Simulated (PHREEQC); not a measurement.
A solution holds 0.0011 mol/kgw NaH2PO4, 0.056 mol/kgw NaF and 0.0004 mol/kgw NaCl, at 25 °C. Closed to the air; pH follows from the charge balance.

The numbers come from PHREEQC with the ion-association model, phreeqc.dat.

No solid was allowed to form.

Order these P species by the share of P that they hold, largest first: HPO4-2, H2PO4-, NaHPO4-.

H2PO4- (91 %), HPO4-2 (8.5 %), NaHPO4- (0.42 %)

The pH is 5.91 and the ionic strength 0.0564 mol/kgw. Complexes and solids missing from the database can't appear.
